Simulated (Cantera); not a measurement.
## Thermodynamics of chlorosilane synthesis and conversion, feed SiCl₄ + HCl + H₂

A closed system holds: 1 mol SiCl₄, a varied amount of HCl, 0.3 mol H₂, equilibrated at 1198.15 K and 750 Torr.

Cantera equilibrium calculation (NASA polynomials, part measured and part estimated; ideal gas, pure solids and liquids). Candidate condensed phases: Si; 19 gas species. The tables' values for SiCl₃ are old estimates; treat these amounts as uncertain. Equilibrium is a limit: real reactors are often held back by kinetics, nucleation or transport.

From 0.59 mol HCl to 3.5 mol HCl nothing is condensed. The main Si-bearing gas is SiCl₄ throughout.

| n(HCl) (mol) | x HCl | x SiCl₄ | x H₂ | x SiHCl₃ | x SiCl₃ | x SiCl₂ | x SiH₂Cl₂ |
|---|---|---|---|---|---|---|---|
| 0.59 | 0.321 | 0.519 | 0.151 | 0.00656 | 0.00245 | 0.000102 | 1.08e-5 |
| 1 | 0.439 | 0.430 | 0.126 | 0.00333 | 0.00136 | 3.78e-5 | 3.37e-6 |
| 1.4 | 0.521 | 0.367 | 0.109 | 0.00206 | 0.000905 | 1.97e-5 | 1.51e-6 |
| 1.8 | 0.583 | 0.320 | 0.0950 | 0.00141 | 0.000661 | 1.21e-5 | 8.07e-7 |
| 2.2 | 0.630 | 0.284 | 0.0844 | 0.00102 | 0.000511 | 8.13e-6 | 4.83e-7 |
| 2.7 | 0.676 | 0.249 | 0.0740 | 0.000734 | 0.000391 | 5.42e-6 | 2.83e-7 |
| 3.1 | 0.705 | 0.226 | 0.0674 | 0.000582 | 0.000325 | 4.13e-6 | 1.96e-7 |
| 3.5 | 0.730 | 0.208 | 0.0619 | 0.000474 | 0.000276 | 3.24e-6 | 1.41e-7 |
x: gas mole fraction; nothing condenses.
